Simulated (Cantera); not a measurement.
What does this Cantera script print?

```python
import numpy as np
import cantera as ct

gas_names = [...]  # 76 gases of nasa_gas.yaml made of C, H
cond_names = """
    C(gr) C6H6(L) C7H8(L) C8H18(L),n-octa
""".split()


# ... load() reads the species with a 1 bar reference pressure and builds the phases ...
atoms = {
    'n-butane': {'C': 4, 'H': 10},
    'H2': {'H': 2},
}
top_T = {'C(gr)': 4500}  # K; cautious upper limits of use, not melting points


# ... equilibrate(T, P, feed) seeds the gas with the atoms and calls Mixture.equilibrate('TP', solver="vcs", rtol=1e-11, max_steps=5000) ...
results = []
feed = {'n-butane': 1, 'H2': 57}  # mol
T = 1725  # K
P = 100000  # Pa
mix = equilibrate(T, P, feed)
results.append((T, P, feed, dict(zip(mix.species_names, mix.species_moles))))
print(gas.report(threshold=0.001))
for i in range(1, mix.n_phases):
    print(f"{mix.phase(i).name:16s} {mix.phase_moles(i):12.5e} mol")
```

Result:

```
       temperature   1725 K
          pressure   1e+05 Pa
           density   0.014169 kg/m^3
  mean mol. weight   2.0321 kg/kmol
   phase of matter   gas

                          1 kg             1 kmol
                     ---------------   ---------------
          enthalpy        2.1534e+07         4.376e+07  J
   internal energy        1.4476e+07        2.9418e+07  J
           entropy             90389        1.8368e+05  J/K
    Gibbs function       -1.3439e+08       -2.7309e+08  J
 heat capacity c_p             16382             33290  J/K
 heat capacity c_v             12290             24975  J/K

                      mass frac. Y      mole frac. X     chem. pot. / RT
                     ---------------   ---------------   ---------------
                H2           0.99078           0.99872           -19.021
     [  +75 minor]         0.0092152         0.0012813

C(gr)             3.92619e+00 mol
```

Method: chemical equilibrium by Gibbs-energy minimisation in Cantera with the NASA 1993 tables (ideal gas, pure condensed phases).
